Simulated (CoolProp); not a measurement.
Properties of water at several states.

Computed with CoolProp (reference Helmholtz-energy equation of state, Wagner 2002).

| T (°C) | p (MPa) | phase | Joule-Thomson coefficient (K/MPa) | isothermal compressibility (1/MPa) | conductivity (mW/(m K)) | Prandtl number |
|---|---|---|---|---|---|---|
| 29.55 | 0.0967 | liquid | -0.2185 | 0.0004481 | 614 | 5.48 |
| 708.05 | 0.204 | gas | 2.522 | 4.905 | 93.4 | 0.900 |
| 137.65 | 3.94 | liquid | -0.1542 | 0.0005702 | 685 | 1.25 |

Viscosity comes from a separate model (Huber 2009). Thermal conductivity comes from a separate model (Huber 2012).
